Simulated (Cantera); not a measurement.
A closed system holds: 1 mol Si, 1.5 mol Br2, 72 mol H2, held at 202 °C and 0.133 bar.

Equilibrium computed with Cantera from the NASA thermochemical tables; the gas is ideal and each condensed phase is pure. Candidate condensed phases: Br2, Si; 19 gas species. Equilibrium is a limit: real reactors are often held back by kinetics, nucleation or transport.

Base state: H2 0.989, SiBr4 0.00967, SiHBr3 0.000837, SiH2Br2 3.29e-5 (mole fractions); condensed: Si(s).

What changes in the equilibrium state with this change: temperature from 202 °C to 425 °C?


| species | before | after |
|---|---|---|
| H2 | 0.989 | 0.989 |
| SiBr4 | 0.00967 | 0.00908 |
| SiHBr3 | 0.000837 | 0.00134 |
| HBr | 3.40e-6 | 0.000700 |
| SiH2Br2 | 3.29e-5 | 9.21e-5 |
| Si(s), mol | 0.234 | 0.235 |
